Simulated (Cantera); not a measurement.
Charge: 1 mol SiF4, 0.33 mol NO, 96 mol N2, 6.8 mol N2O, equilibrated at 1950 K.

Method: chemical equilibrium by Gibbs-energy minimisation in Cantera with the NASA 1993 tables (ideal gas, pure condensed phases). Candidate condensed phases: Si, SiO2, Si2N2O, Si3N4; 28 gas species. The tables' values for SiF3, SiO2 are old estimates; treat these amounts as uncertain. Rates play no part.

x: gas mole fraction; nothing condenses.

| P (Pa) | x N2 | x O2 | x O | x SiF4 | x F | x NO | x SiO |
|---|---|---|---|---|---|---|---|
| 5 | 0.947 | 0.0258 | 0.0103 | 0.00768 | 0.00500 | 0.00256 | 0.00113 |
| 26 | 0.952 | 0.0291 | 0.00477 | 0.00866 | 0.00167 | 0.00272 | 0.000341 |
| 140 | 0.955 | 0.0306 | 0.00211 | 0.00904 | 0.000544 | 0.00279 | 8.98e-5 |
| 710 | 0.956 | 0.0312 | [?] | 0.00918 | [?] | 0.00282 | [?] |
| 3700 | 0.956 | 0.0315 | 0.000417 | 0.00925 | 6.86e-5 | 0.00284 | 3.87e-6 |
| 19000 | 0.956 | 0.0316 | [?] | 0.00928 | [?] | 0.00284 | [?] |
| 100000 | 0.956 | 0.0317 | 8.04e-5 | 0.00929 | 1.24e-5 | 0.00285 | 3.55e-8 |

**Question.** What belongs in the gaps?

**Answer.** 
- 710, x O: 0.000947
- 710, x F: 0.000189
- 710, x SiO: 2.13e-5
- 19000, x O: 0.000184
- 19000, x F: 2.84e-5
- 19000, x SiO: 4.29e-7
